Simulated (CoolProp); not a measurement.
Vapour-liquid equilibrium of CHF3 (R23) (1) + ethane (2) at 264.9 K; x and y are mole fractions of (1).

The numbers come from the multi-fluid Helmholtz-energy mixture model, Penoncello 2003 and Bücker 2006; pair parameters Bell 2016 in CoolProp.

```json
[
 {"x": "0.05", "bubble pressure, mixture model (MPa)": "2.180", "bubble pressure, Raoult's law (MPa)": "1.946", "y, mixture model": "0.116", "y, Raoult's law": "0.051"},
 {"x": "0.15", "bubble pressure, mixture model (MPa)": "2.518", "bubble pressure, Raoult's law (MPa)": "1.950", "y, mixture model": "0.262", "y, Raoult's law": "0.153"},
 {"x": "0.25", "bubble pressure, mixture model (MPa)": "2.727", "bubble pressure, Raoult's law (MPa)": "1.954", "y, mixture model": "0.354", "y, Raoult's law": "0.254"},
 {"x": "0.35", "bubble pressure, mixture model (MPa)": "2.850", "bubble pressure, Raoult's law (MPa)": "1.958", "y, mixture model": "0.422", "y, Raoult's law": "0.354"},
 {"x": "0.45", "bubble pressure, mixture model (MPa)": "2.911", "bubble pressure, Raoult's law (MPa)": "1.962", "y, mixture model": "0.480", "y, Raoult's law": "0.455"},
 {"x": "0.55", "bubble pressure, mixture model (MPa)": "2.918", "bubble pressure, Raoult's law (MPa)": "1.966", "y, mixture model": "0.534", "y, Raoult's law": "0.555"},
 {"x": "0.65", "bubble pressure, mixture model (MPa)": "2.874", "bubble pressure, Raoult's law (MPa)": "1.969", "y, mixture model": "0.590", "y, Raoult's law": "0.654"},
 {"x": "0.75", "bubble pressure, mixture model (MPa)": "2.768", "bubble pressure, Raoult's law (MPa)": "1.973", "y, mixture model": "0.654", "y, Raoult's law": "0.754"},
 {"x": "0.85", "bubble pressure, mixture model (MPa)": "2.573", "bubble pressure, Raoult's law (MPa)": "1.977", "y, mixture model": "0.740", "y, Raoult's law": "0.852"},
 {"x": "0.95", "bubble pressure, mixture model (MPa)": "2.233", "bubble pressure, Raoult's law (MPa)": "1.981", "y, mixture model": "0.883", "y, Raoult's law": "0.951"}
]
```

The largest gap from Raoult's law is +48.4 % in bubble pressure, at x = 0.55. y crosses x between x = 0.45 and 0.55: the model has an azeotrope there.

Pair parameters are fitted to limited data, so mixtures are less certain than the pure fluids.
